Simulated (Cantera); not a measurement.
A perfectly stirred reactor is fed with NH3 : H2 = 1 : 4.7 (molar parts), at 0.330 bar; it is held at 2175 K, and followed from long to short residence time.

Cantera simulation using the gas-phase N/H chemistry of the illustrative SiF4/NH3 mechanism in the Surface Chemkin manual (1991); the numbers are that mechanism's predictions, not measurements. Walls and surfaces, which speed up NH3 decomposition in real reactors, are not modelled.

**Question.** What does this change do: pressure from 0.330 bar to 0.910 bar?

**Answer.** 
| quantity | before | after |
|---|---|---|
| x(NH3) at τ = 0.780 s | 0.00283 | 0.00283 |
| x(H2) at τ = 0.780 s | 0.918 | 0.919 |
| x(NH) at τ = 0.780 s | 1.00e-5 | 5.48e-6 |
| x(N2H2) at τ = 0.780 s | 2.51e-8 | 1.10e-8 |
| x(H) at τ = 0.780 s | 0.00615 | 0.00454 |
| x(NH3) at τ = 4.80 ms | 0.144 | 0.112 |
| x(H2) at τ = 4.80 ms | 0.841 | 0.859 |
| x(NH) at τ = 4.80 ms | 2.91e-5 | 2.63e-5 |
| x(N2H2) at τ = 4.80 ms | 1.40e-6 | 1.01e-6 |
| x(H) at τ = 4.80 ms | 0.00137 | 0.00151 |

**Question.** What does this change do: temperature 2175 to 2123 K?

**Answer.** 
```
quantity                 before    after
----------------------  -------  -------
x(NH3) at τ = 0.780 s   0.00283  0.00567
x(H2) at τ = 0.780 s      0.918    0.918
x(NH) at τ = 0.780 s    1.00e-5  8.58e-6
x(N2H2) at τ = 0.780 s  2.51e-8  3.81e-8
x(H) at τ = 0.780 s     0.00615  0.00391
x(NH3) at τ = 4.80 ms     0.144    0.155
x(H2) at τ = 4.80 ms      0.841    0.835
x(NH) at τ = 4.80 ms    2.91e-5  2.11e-5
x(N2H2) at τ = 4.80 ms  1.40e-6  1.18e-6
x(H) at τ = 4.80 ms     0.00137  0.00108
```
